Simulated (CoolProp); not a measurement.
Model: reference Helmholtz-energy equation of state, Marx 1992, in CoolProp.

Question: For R113, give the phase and the speed of sound (m/s), isothermal compressibility (1/MPa) at 342.9 K and 5.65 bar.

Answer: 
- 342.9 K and 5.65 bar: liquid; speed of sound 559, isothermal compressibility 0.00300
